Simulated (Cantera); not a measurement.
A diamond (100) surface in a fixed gas of H2 with x(CH4) = 0.0032, x(H) = 0.0027, at 1173 K, 20.3 Torr; coverages are run to steady state.

Detailed kinetics in Cantera: the Harris–Goodwin 1993 mechanism for the reconstructed diamond (100) surface.

θ: site fractions in the mechanism's names (c6HH fully hydrogenated, c6H* and c6*H radical sites, c6** diradical, c6HM methylated).

| x(CH3) | growth (µm/h) | θ c6HH | θ c6H* | θ c6*H | θ c6** | θ c6HM |
|---|---|---|---|---|---|---|
| 1e-06 | 0.00533 | 0.464 | 0.0352 | 0.476 | 0.0247 | 1.56e-5 |
| 2.1e-06 | 0.0112 | 0.464 | 0.0352 | 0.476 | 0.0247 | 3.28e-5 |
| 4.6e-06 | 0.0245 | 0.464 | 0.0352 | 0.476 | 0.0247 | 7.18e-5 |
| 9.8e-06 | … | 0.464 | 0.0352 | 0.476 | 0.0247 | … |
| 2.1e-05 | 0.112 | 0.464 | 0.0352 | 0.476 | 0.0247 | 0.000327 |
| 4.5e-05 | 0.239 | 0.464 | 0.0352 | 0.475 | 0.0246 | 0.000701 |
| 9.6e-05 | 0.508 | 0.463 | 0.0351 | 0.475 | 0.0244 | 0.00149 |
| 0.0002 | … | 0.462 | 0.0350 | 0.473 | 0.0242 | … |
| 0.00044 | 2.27 | 0.459 | 0.0348 | 0.470 | 0.0235 | 0.00670 |

Task: Fill in the missing entries.

Result: 
- 9.8e-06, growth (µm/h): 0.0522
- 9.8e-06, θ c6HM: 0.000153
- 0.0002, growth (µm/h): 1.05
- 0.0002, θ c6HM: 0.00309
